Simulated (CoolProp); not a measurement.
Dimethyl carbonate along the isotherm 600 K: Z from the reference equation and from simpler models built on Tc = 557.0 K, pc = 49.09 bar, ω = 0.346; each cubic takes its own stable root.

Computed with CoolProp (reference Helmholtz-energy equation of state, Zhou 2011).

```csv
p (bar),phase,reference
3.07,gas,0.9830
6.14,gas,0.9656
9.2,gas,0.9481
12.3,gas,0.9299
15.3,gas,0.9120
18.4,gas,0.8930
21.5,gas,0.8735
24.5,gas,0.8542
```

Task: How far does each simpler model (Pitzer virial, van der Waals, Soave-Redlich-Kwong, Peng-Robinson) lie from the reference over these 8 states: mean and median of the absolute difference, and the worst?

Result: 
- Pitzer virial: mean 0.6 %, median 0.4 %, worst +1.5 % at 600 K and 24.5 bar
- van der Waals: mean 0.5 %, median 0.6 %, worst +0.8 % at 600 K and 24.5 bar
- Soave-Redlich-Kwong: mean 0.3 %, median 0.3 %, worst +0.7 % at 600 K and 24.5 bar
- Peng-Robinson: mean 0.7 %, median 0.7 %, worst -1.3 % at 600 K and 24.5 bar
